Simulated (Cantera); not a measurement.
Input: 1 mol SiH₄, 0.034 mol Cl₂, a varied amount of N₂, at 898 K and 10.0 Torr.

Method: chemical equilibrium by Gibbs-energy minimisation in Cantera with the NASA 1993 tables (ideal gas, pure condensed phases). Candidate condensed phases: NH₄Cl, Si, Si₃N₄; 28 gas species. N₂ is the only nitrogen source here; it is nearly inert below about 1500 K, so the nitride shown seldom forms there in practice. The numbers say what is thermodynamically allowed, not how fast it happens.

log p: log10 of the partial pressure in bar; n: condensed amount in mol.

```
n(N₂) (mol)  log p N₂  log p H₂  log p HCl  log p NH₃  log p SiCl₄  n Si₃N₄(s)
-----------  --------  --------  ---------  ---------  -----------  ----------
11              -1.95     -2.67      -4.13      -7.90       -10.21       0.333
14              -1.94       ___        ___        ___          ___       0.333
17              -1.93     -2.85      -4.31      -8.14       -10.57       0.333
21              -1.92     -2.93      -4.39      -8.26       -10.75       0.333
26              -1.91     -3.02      -4.48      -8.39       -10.93       0.333
32              -1.90     -3.10      -4.57      -8.52       -11.11       0.333
39              -1.90     -3.19      -4.65      -8.64       -11.28       0.333
48              -1.89       ___        ___        ___          ___       0.333
60              -1.89     -3.37      -4.83      -8.91       -11.64       0.333
73              -1.89     -3.45      -4.91      -9.03       -11.81       0.333
90              -1.88     -3.54      -5.00      -9.17       -11.99       0.333
```

Q: Complete the blanks.

A: 
- 14, log p H₂: -2.77
- 14, log p HCl: -4.23
- 14, log p NH₃: -8.03
- 14, log p SiCl₄: -10.41
- 48, log p H₂: -3.27
- 48, log p HCl: -4.74
- 48, log p NH₃: -8.77
- 48, log p SiCl₄: -11.45
